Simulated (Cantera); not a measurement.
A perfectly stirred reactor is fed with C2H6 : H2 = 1 : 2.8 (molar parts), at 1.88 Torr; it is held at 1848 K, and followed from long to short residence time.

Model: GRI-Mech 3.0 (53 species, 325 reactions), integrated in Cantera. GRI-Mech 3.0 stops at C3 and has no aromatics, soot or wall deposition, so with more carbon than oxygen in the feed, carbon stays in small species such as C2H2 where larger ones or solid carbon would form. Radical loss at walls, strong at low pressure, is not modelled.

Problem. What does this change do: pressure from 1.88 Torr to 20.0 Torr?

Solution. 
| quantity | before | after |
|---|---|---|
| x(C2H6) at τ = 22.0 s | 2.43e-6 | 5.07e-7 |
| x(H2) at τ = 22.0 s | 0.818 | 0.823 |
| x(H) at τ = 22.0 s | 0.00604 | 0.00297 |
| x(C2H4) at τ = 22.0 s | 2.50e-5 | 6.67e-5 |
| x(C2H) at τ = 22.0 s | 1.34e-5 | 6.58e-6 |
| x(C2H6) at τ = 0.230 s | 0.000255 | 4.66e-5 |
| x(H2) at τ = 0.230 s | 0.781 | 0.805 |
| x(H) at τ = 0.230 s | 0.00567 | 0.00322 |
| x(C2H4) at τ = 0.230 s | 0.00155 | 0.000364 |
| x(C2H) at τ = 0.230 s | 1.16e-5 | 6.91e-6 |

Problem. What does this change do: pressure from 1.88 Torr to 52.5 Torr?

Solution. 
```csv
quantity,before,after
x(C2H6) at τ = 22.0 s,2.43e-6,3.28e-7
x(H2) at τ = 22.0 s,0.818,0.824
x(H) at τ = 22.0 s,0.00604,0.00184
x(C2H4) at τ = 22.0 s,2.50e-5,0.000168
x(C2H) at τ = 22.0 s,1.34e-5,4.08e-6
x(C2H6) at τ = 0.230 s,0.000255,2.82e-5
x(H2) at τ = 0.230 s,0.781,0.809
x(H) at τ = 0.230 s,0.00567,0.00210
x(C2H4) at τ = 0.230 s,0.00155,0.000343
x(C2H) at τ = 0.230 s,1.16e-5,4.52e-6
```
